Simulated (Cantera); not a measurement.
**Low-pressure radical oxidation in H2/O2**

An isothermal, constant-pressure homogeneous reactor starts with 1.96 % H₂, 98.0 % O₂, equivalence ratio 0.010, at 1050 K and 0.0263 atm.

Detailed kinetics in Cantera: GRI-Mech 3.0 (53 species, 325 reactions). Radical loss at walls, strong at low pressure, is not modelled.

```tsv
t (s)	x H₂	x O₂	x H₂O	x O	x OH	x H	x H₂O₂
5.00e-5	0.0196	0.980	4.03e-12	2.65e-11	2.40e-11	4.57e-11	<1e-12
0.000195	0.0196	0.980	1.36e-10	2.66e-10	1.93e-10	1.33e-10	<1e-12
0.000758	0.0196	0.980	6.15e-9	5.54e-9	3.15e-9	1.54e-9	<1e-12
0.00295	0.0196	0.980	4.24e-5	3.29e-5	1.82e-5	8.72e-6	2.07e-10
0.0115	0.000146	0.972	0.0188	0.00720	0.000685	0.000844	8.59e-8
0.0447	2.31e-5	0.979	0.0196	0.00138	0.000273	6.39e-5	6.84e-8
0.174	2.04e-6	0.980	0.0198	0.000132	8.42e-5	1.89e-6	4.19e-8
0.678	1.64e-7	0.980	0.0198	1.19e-5	2.56e-5	5.15e-8	1.45e-8
2.64	1.80e-8	0.980	0.0198	1.46e-6	8.98e-6	2.21e-9	3.47e-9
10.3	2.84e-9	0.980	0.0198	2.46e-7	3.69e-6	1.54e-10	7.81e-10
40.0	5.68e-10	0.980	0.0198	5.11e-8	1.68e-6	1.45e-11	1.84e-10
```
x: mole fraction; the columns are a selection and need not sum to one.

Equilibrium at this temperature and pressure: H₂ 4.46e-11, O₂ 0.980, H₂O 0.0198, O 4.08e-9, OH 4.74e-7, H <1e-12, H₂O₂ 1.66e-11 (gas phase only).
